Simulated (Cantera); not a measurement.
# Ignition delay

Mixture: 6.84 % C3H8, 22.8 % O2, 70.4 % N2, at 54000 Pa, adiabatic and at constant pressure. Ignition delay is the time to a rise of 400 K.

Detailed kinetics in Cantera: GRI-Mech 3.0 (53 species, 325 reactions). GRI-Mech 3.0 was tuned for natural gas; its chemistry of propane as a main component is partial and can be far from experiment.

| T0 (K) | delay (ms) |
|---|---|
| 1275 | 1.85 |
| 1350 | 0.580 |
| 1425 | 0.229 |
| 1500 | 0.109 |
| 1575 | 0.0610 |
| 1650 | 0.0384 |
| 1725 | 0.0264 |
| 1800 | 0.0194 |
| 1875 | 0.0149 |

```
Property                                                Result
--------------------------------------------------  ----------
apparent activation energy between 1725 and 1875 K  100 kJ/mol
```
